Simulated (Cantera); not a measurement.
Input: 1 mol Si3N4, 14 mol NF3, 76 mol N2, at 1200 K and 1.00 bar.

These are equilibrium values from Cantera (NASA tables, ideal gas, pure condensed phases), not measurements of a reactor. Candidate condensed phases: Si, Si3N4; 16 gas species. The numbers say what is thermodynamically allowed, not how fast it happens.

Base state: N2 0.770, F 0.134, F2 0.0681, SiF4 0.0272, NF3 0.000486 (mole fractions); condensed: gas only.

Q: What changes in the equilibrium state with this change: temperature from 1200 K to 873 K?

A: 
```csv
species,before,after
N2,0.770,0.842
F2,0.0681,0.0637
NF3,0.000486,0.0580
F,0.134,0.00587
SiF4,0.0272,0.0307
```
